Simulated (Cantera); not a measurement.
Feed: 1 mol Si, a varied amount of Br2, 37 mol N2, held at 725 K and 0.100 bar.

Method: chemical equilibrium by Gibbs-energy minimisation in Cantera with the NASA 1993 tables (ideal gas, pure condensed phases). Candidate condensed phases: Br2, Si, Si3N4; 13 gas species. N2 is the only nitrogen source here; it is nearly inert below about 1500 K, so the nitride shown seldom forms there in practice. Rates play no part.

x: gas mole fraction; n: condensed amount in mol.

```json
[
 {"n(Br2) (mol)": "1.1", "x N2": "0.985", "x Br2": "3.03e-9", "x SiBr4": "0.0148", "x Br": "1.16e-8", "x SiBr3": "2.02e-9", "n Si3N4(s)": "0.150"},
 {"n(Br2) (mol)": "1.4", "x N2": "0.981", "x Br2": "3.41e-9", "x SiBr4": "0.0187", "x Br": "1.23e-8", "x SiBr3": "2.41e-9", "n Si3N4(s)": "0.100"},
 {"n(Br2) (mol)": "1.8", "x N2": "0.976", "x Br2": "3.84e-9", "x SiBr4": "0.0238", "x Br": "1.30e-8", "x SiBr3": "2.89e-9", "n Si3N4(s)": "0.0333"},
 {"n(Br2) (mol)": "2.2", "x N2": "0.969", "x Br2": "(withheld)", "x SiBr4": "0.0262", "x Br": "(withheld)", "x SiBr3": "2.73e-12", "n Si3N4(s)": "0"},
 {"n(Br2) (mol)": "2.8", "x N2": "0.954", "x Br2": "0.0206", "x SiBr4": "0.0258", "x Br": "3.02e-5", "x SiBr3": "1.35e-12", "n Si3N4(s)": "0"},
 {"n(Br2) (mol)": "3.5", "x N2": "0.937", "x Br2": "(withheld)", "x SiBr4": "0.0253", "x Br": "(withheld)", "x SiBr3": "<1e-12", "n Si3N4(s)": "0"},
 {"n(Br2) (mol)": "4.4", "x N2": "0.916", "x Br2": "0.0594", "x SiBr4": "0.0248", "x Br": "5.13e-5", "x SiBr3": "<1e-12", "n Si3N4(s)": "0"},
 {"n(Br2) (mol)": "5.5", "x N2": "0.892", "x Br2": "0.0843", "x SiBr4": "0.0241", "x Br": "6.11e-5", "x SiBr3": "<1e-12", "n Si3N4(s)": "0"},
 {"n(Br2) (mol)": "6.9", "x N2": "0.862", "x Br2": "0.114", "x SiBr4": "0.0233", "x Br": "7.11e-5", "x SiBr3": "<1e-12", "n Si3N4(s)": "0"},
 {"n(Br2) (mol)": "8.7", "x N2": "0.828", "x Br2": "0.150", "x SiBr4": "0.0224", "x Br": "8.15e-5", "x SiBr3": "<1e-12", "n Si3N4(s)": "0"}
]
```

Q: Fill in the missing entries.

A: 
- 2.2, x Br2: 0.00523
- 2.2, x Br: 1.52e-5
- 3.5, x Br2: 0.0380
- 3.5, x Br: 4.10e-5
